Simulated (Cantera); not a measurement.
Gas-phase reforming

An isothermal, constant-pressure homogeneous reactor starts with CH4 : H2O = 1 : 2.5 (molar parts), at 1975 K and 0.178 atm.

Cantera simulation using GRI-Mech 3.0 (53 species, 325 reactions); the numbers are that mechanism's predictions, not measurements.

| t (s) | x CH4 | x H2O | x CH3 | x HO2 | x O2 |
|---|---|---|---|---|---|
| 2.00e-5 | 0.282 | 0.713 | 0.00309 | 1.98e-12 | 4.83e-11 |
| 6.54e-5 | 0.269 | 0.709 | 0.00911 | 2.17e-11 | 3.63e-9 |
| 0.000214 | 0.188 | 0.669 | 0.0136 | 1.22e-10 | 1.10e-7 |
| 0.000700 | 0.0744 | 0.585 | 0.00609 | 1.47e-10 | 2.33e-7 |
| 0.00229 | 0.0235 | 0.523 | 0.00228 | 1.70e-10 | 2.10e-7 |
| 0.00749 | 0.0120 | 0.440 | 0.00119 | 1.27e-10 | 1.67e-7 |
| 0.0245 | 0.00777 | 0.338 | 0.000683 | 6.11e-11 | 9.62e-8 |
| 0.0801 | 0.00237 | 0.268 | 0.000193 | 3.53e-11 | 6.40e-8 |
| 0.262 | 6.16e-6 | 0.256 | 5.21e-7 | 3.47e-11 | 6.47e-8 |
| 0.857 | 1.77e-10 | 0.256 | 1.52e-11 | 3.56e-11 | 6.65e-8 |
| 2.80 | 1.77e-10 | 0.256 | 1.52e-11 | 3.56e-11 | 6.65e-8 |
| 9.17 | 1.77e-10 | 0.256 | 1.52e-11 | 3.56e-11 | 6.65e-8 |
| 30.0 | 1.77e-10 | 0.256 | 1.52e-11 | 3.56e-11 | 6.65e-8 |
x: mole fraction; the columns are a selection and need not sum to one.

Equilibrium at this temperature and pressure: CH4 2.13e-10, H2O 0.256, CH3 1.82e-11, HO2 3.56e-11, O2 6.65e-8 (gas phase only).
